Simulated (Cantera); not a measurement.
A closed system holds: 1 mol Al, a varied amount of N₂O, 48 mol H₂, at 425 °C and 100000 Pa.

Cantera equilibrium calculation (NASA polynomials, part measured and part estimated; ideal gas, pure solids and liquids). Candidate condensed phases: Al, AlN, Al₂O₃, H₂O; 35 gas species. Kinetics and transport are ignored.

x: gas mole fraction; n: condensed amount in mol.

```csv
n(N₂O) (mol),x H₂,x N₂,x H₂O,x NH₃,n AlN(s),n Al₂O₃(s)
0.58,0.994,0.00532,5.52e-10,…,0.613,0.193
0.79,0.988,0.0109,6.97e-10,…,0.473,0.263
1.1,0.980,0.0191,8.33e-10,…,0.267,0.367
1.5,0.969,0.0296,9.53e-10,…,0,0.500
2,0.949,0.0392,0.0100,…,0,0.500
2.7,0.922,0.0524,0.0237,…,0,0.500
3.7,0.885,0.0707,0.0426,0.00213,0,0.500
5.1,0.835,0.0951,0.0679,0.00226,0,0.500
7,0.771,0.126,0.100,0.00231,0,0.500
9.5,0.694,0.164,0.139,0.00225,0,0.500
13,0.597,0.213,0.189,…,0,0.500
18,0.476,0.272,0.250,…,0,0.500
24,0.353,0.333,0.313,…,0,0.500
```

### Question
What belongs in the gaps?

### Answer

- 0.58, x NH₃: 0.000695
- 0.79, x NH₃: 0.000987
- 1.1, x NH₃: 0.00129
- 1.5, x NH₃: 0.00158
- 2, x NH₃: 0.00176
- 2.7, x NH₃: 0.00195
- 13, x NH₃: 0.00204
- 18, x NH₃: 0.00165
- 24, x NH₃: 0.00116
